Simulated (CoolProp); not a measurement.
Vapour-liquid equilibrium of neopentane (1) + n-pentane (2) at 3.4 bar; x and y are mole fractions of (1).

Computed with CoolProp (multi-fluid Helmholtz-energy mixture model, Lemmon 2006 and Thol 2019; pair parameters Bell 2016).

| x | bubble temperature (°C) | y at the bubble point | dew temperature at overall composition x (°C) | liquid density (mol/L) |
|---|---|---|---|---|
| 0.05 | 75.0 | 0.091 | 75.8 | 7.838 |
| 0.15 | 71.3 | 0.253 | 73.7 | 7.838 |
| 0.25 | 67.9 | 0.392 | 71.4 | 7.834 |
| 0.35 | (withheld) | 0.513 | 69.0 | 7.827 |
| 0.45 | 61.7 | (withheld) | 66.4 | 7.817 |
| 0.55 | 58.9 | (withheld) | 63.7 | 7.805 |
| 0.65 | 56.3 | 0.786 | 60.7 | 7.790 |
| 0.75 | 53.9 | 0.856 | (withheld) | 7.774 |
| 0.85 | 51.6 | 0.918 | 54.1 | (withheld) |
| 0.95 | (withheld) | 0.974 | 50.3 | 7.736 |

What belongs in the gaps?


- 0.35, bubble temperature (°C): 64.7
- 0.45, y at the bubble point: 0.617
- 0.55, y at the bubble point: 0.707
- 0.75, dew temperature at overall composition x (°C): 57.5
- 0.85, liquid density (mol/L): 7.756
- 0.95, bubble temperature (°C): 49.4

No azeotrope shows between x = 0.05 and 0.95.

Pair parameters are fitted to limited data, so mixtures are less certain than the pure fluids.
